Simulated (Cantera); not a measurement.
Feed: 1 mol B, 23 mol N₂, 0.19 mol H₂, held at 1.00 Torr.

Equilibrium computed with Cantera from the NASA thermochemical tables; the gas is ideal and each condensed phase is pure. Candidate condensed phases: B, BN; 15 gas species. Rates play no part. All values below are at 1573 K.

Base state: N₂ 0.992, H₂ 0.00832, H 0.000102 (mole fractions); condensed: BN(s).

**Question.** What changes in the equilibrium state with this change: B replaced by BF₃?

**Answer.** 
```csv
species,before,after
N₂,0.992,0.949
BF₃,0,0.0378
H₂,0.00832,0.00581
HF,0,0.00390
BF₂,0,0.00290
BF,0,0.000470
BHF₂,0,6.78e-5
H,0.000102,8.49e-5
"BN(s), mol",1.00,0
```
The tables' values for BF₂ are old estimates; treat these amounts as uncertain.
